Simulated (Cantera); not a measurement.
A diamond (100) surface in a fixed gas of H2 with x(CH4) = 0.0032, x(H) = 0.015, x(CH3) = 1e-05, 46.5 Torr; coverages are run to steady state.

Model: the Harris–Goodwin 1993 mechanism for the reconstructed diamond (100) surface, integrated in Cantera.

θ: site fractions in the mechanism's names (c6HH fully hydrogenated, c6H* and c6*H radical sites, c6** diradical, c6HM methylated).

```json
[
 {"T (K)": "900", "growth (µm/h)": "0.195", "θ c6HH": "0.691", "θ c6H*": "0.0106", "θ c6*H": "0.293", "θ c6**": "0.00442", "θ c6HM": "(withheld)"},
 {"T (K)": "950", "growth (µm/h)": "0.258", "θ c6HH": "0.643", "θ c6H*": "0.0143", "θ c6*H": "0.335", "θ c6**": "0.00674", "θ c6HM": "(withheld)"},
 {"T (K)": "1000", "growth (µm/h)": "0.327", "θ c6HH": "0.596", "θ c6H*": "0.0185", "θ c6*H": "0.375", "θ c6**": "0.00981", "θ c6HM": "(withheld)"},
 {"T (K)": "1050", "growth (µm/h)": "0.396", "θ c6HH": "0.552", "θ c6H*": "0.0231", "θ c6*H": "0.410", "θ c6**": "0.0137", "θ c6HM": "(withheld)"},
 {"T (K)": "1100", "growth (µm/h)": "0.450", "θ c6HH": "0.511", "θ c6H*": "0.0281", "θ c6*H": "0.442", "θ c6**": "0.0185", "θ c6HM": "(withheld)"},
 {"T (K)": "1150", "growth (µm/h)": "0.464", "θ c6HH": "0.473", "θ c6H*": "0.0333", "θ c6*H": "0.469", "θ c6**": "0.0241", "θ c6HM": "(withheld)"},
 {"T (K)": "1200", "growth (µm/h)": "0.415", "θ c6HH": "0.439", "θ c6H*": "0.0386", "θ c6*H": "0.492", "θ c6**": "0.0307", "θ c6HM": "(withheld)"},
 {"T (K)": "1250", "growth (µm/h)": "0.326", "θ c6HH": "0.407", "θ c6H*": "0.0440", "θ c6*H": "0.511", "θ c6**": "0.0380", "θ c6HM": "(withheld)"},
 {"T (K)": "1300", "growth (µm/h)": "0.247", "θ c6HH": "0.378", "θ c6H*": "0.0494", "θ c6*H": "0.526", "θ c6**": "0.0462", "θ c6HM": "(withheld)"},
 {"T (K)": "1350", "growth (µm/h)": "0.204", "θ c6HH": "0.353", "θ c6H*": "0.0547", "θ c6*H": "0.538", "θ c6**": "0.0549", "θ c6HM": "(withheld)"},
 {"T (K)": "1400", "growth (µm/h)": "0.190", "θ c6HH": "0.329", "θ c6H*": "0.0599", "θ c6*H": "0.546", "θ c6**": "0.0643", "θ c6HM": "(withheld)"}
]
```

Complete the blanks.


- 900, θ c6HM: 0.000564
- 950, θ c6HM: 0.000450
- 1000, θ c6HM: 0.000361
- 1050, θ c6HM: 0.000289
- 1100, θ c6HM: 0.000224
- 1150, θ c6HM: 0.000161
- 1200, θ c6HM: 0.000101
- 1250, θ c6HM: 5.39e-5
- 1300, θ c6HM: 2.53e-5
- 1350, θ c6HM: 1.11e-5
- 1400, θ c6HM: 4.73e-6
